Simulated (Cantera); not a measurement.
A freely propagating, adiabatic, planar premixed flame of CH4 : O2 : N2 : CO2 = 1 : 1.43 : 6.29 : 0.75 (molar parts), equivalence ratio 1.4, unburnt at 523 K and 760 Torr; mixture-averaged transport, grid criteria slope 0.08 and curve 0.16, no radiation.

Computed with Cantera and GRI-Mech 3.0 (53 species, 325 reactions). Burning velocities carry a grid error of a few per cent, more on coarse grids.

**Question.** How do the results move with these cheaper or finer settings: unity-Lewis-number transport; multicomponent transport; multicomponent+Soret transport; grid criteria slope 0.5, curve 1; grid criteria slope 0.25, curve 0.5; grid criteria slope 0.03, curve 0.06?

**Answer.** 
| setting | laminar burning velocity | thermal thickness | peak x(CH2O) | grid points | grid points |
|---|---|---|---|---|---|
| as above | 14.8 cm/s | 1.49 mm | 0.000688 | 127 | 127 |
| unity-Lewis-number transport | 11.1 cm/s | 1.82 mm | 0.000428 | 131 | 131 |
| multicomponent transport | 14.9 cm/s | 1.51 mm | 0.000686 | 127 | 127 |
| multicomponent+Soret transport | 15.1 cm/s | 1.47 mm | 0.000678 | 129 | 129 |
| grid criteria slope 0.5, curve 1 | 16.4 cm/s | 1.59 mm | 0.000714 | 32 | 32 |
| grid criteria slope 0.25, curve 0.5 | 15.5 cm/s | 1.54 mm | 0.000698 | 51 | 51 |
| grid criteria slope 0.03, curve 0.06 | 14.6 cm/s | 1.47 mm | 0.000687 | 306 | 306 |
The base run took roughly 6 core-seconds.
Unity Lewis numbers drop preferential diffusion, which matters most where H2 and H carry the flame; Soret adds thermal diffusion.
